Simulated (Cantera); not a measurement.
Charge: 1 mol Si, 7.9 mol HF, 1.6 mol N₂, held at 1.33 mbar.

Cantera equilibrium calculation (NASA polynomials, part measured and part estimated; ideal gas, pure solids and liquids). Candidate condensed phases: Si, Si₃N₄; 37 gas species. The numbers say what is thermodynamically allowed, not how fast it happens.

### Question
At 723 K, list the 4 most abundant gas species with their mole fractions, and the condensed phases.

### Answer
HF 0.459, H₂ 0.235, N₂ 0.188, SiF₄ 0.118. Condensed: gas only.
